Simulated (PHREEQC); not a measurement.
Dissolve 5.7 mol/kgw NaBr, 0.066 mol/kgw MgSO4 and 4.7e-05 mol/kgw H4SiO4 at 25 °C. It is in equilibrium with CO2 at log p = -3.4 (atm). Otherwise closed; pH follows from the charge balance.

The numbers come from PHREEQC with the Pitzer model, pitzer.dat.

Each row changes one thing in this solution. Precipitation was switched off in this run.

| case | pH | CO2 (mol/kgw) | HCO3- (mol/kgw) | H3SiO4- (mol/kgw) | CO3-2 (mol/kgw) | SI of SiO2(a) (SiO2) | SI of Nahcolite (NaHCO3) |
|---|---|---|---|---|---|---|---|
| as made | 4.92 | 5.00e-6 | 2.03e-6 | 6.29e-9 | 1.79e-10 | -1.13 | -4.97 |
| diluted 5-fold with water | 5.47 | 1.11e-5 | 3.53e-6 | 1.14e-9 | 3.50e-10 | -2.27 | -5.42 |
| MgSO4 replaced by K2SO4 at the same molality | 4.96 | 5.05e-6 | 2.21e-6 | 6.37e-9 | 1.76e-10 | -1.14 | [?] |
| H4SiO4 from 4.7e-05 to 4.7e-06 mol/kgw | 4.92 | 5.00e-6 | 2.03e-6 | [?] | 1.79e-10 | -2.13 | -4.97 |
| H4SiO4 replaced by Na2SiO3 at the same molality | 6.50 | 5.00e-6 | 7.70e-5 | 2.37e-7 | 2.56e-7 | -1.13 | -3.39 |
| 1.3 mol/kgw KCl added | 4.88 | 4.43e-6 | 1.73e-6 | 6.35e-9 | 1.15e-10 | -1.05 | -4.99 |
| MgSO4 from 0.066 to 0.0132 mol/kgw | 4.87 | 5.11e-6 | 1.81e-6 | 5.30e-9 | 1.27e-10 | -1.14 | -5.02 |
| MgSO4 left out | 4.85 | 5.14e-6 | 1.73e-6 | 5.02e-9 | 1.14e-10 | -1.14 | -5.04 |

**Question.** Some entries are withheld; supply them.

**Answer.** 
- MgSO4 replaced by K2SO4 at the same molality, SI of Nahcolite (NaHCO3): -4.95
- H4SiO4 from 4.7e-05 to 4.7e-06 mol/kgw, H3SiO4- (mol/kgw): 6.30e-10

Complexes and solids missing from the database can't appear. In brines, pH and single-ion activities rest on the MacInnes convention.
